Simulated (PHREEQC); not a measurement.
A solution holds 0.002 mol NaOH, 0.0001 mol CO2 and 0.0064 mol K3PO4 per kg of water, at 20 °C and 50 atm. Closed to the air; pH follows from the charge balance.

Equilibrium calculation in PHREEQC: ion-association model, phreeqc.dat.

The pH is 11.82 and the ionic strength is 0.0327 mol/kgw. The specific conductance is 2700 µS/cm and the total alkalinity comes out as 14.8 meq/kg.

```csv
species,molality,activity,log γ
K+,0.0191,0.0161,-0.075
OH-,0.00562,0.00473,-0.076
HPO4-2,0.00375,0.00196,-0.282
PO4-3,0.00258,0.000559,-0.664
Na+,0.00199,0.00169,-0.071
CO3-2,9.65e-5,5.11e-5,-0.276
KHPO4-,6.89e-5,5.88e-5,-0.069
NaHPO4-,7.14e-6,6.09e-6,-0.069
HCO3-,2.03e-6,1.73e-6,-0.069
NaCO3-,1.45e-6,1.23e-6,-0.072
H2PO4-,5.47e-8,4.66e-8,-0.069
NaHCO3,1.76e-9,1.77e-9,0.003
```

This is a speciation only: nothing precipitates in the calculation. Under pressure, the constants of complexes without a molar volume in the database are unreliable.
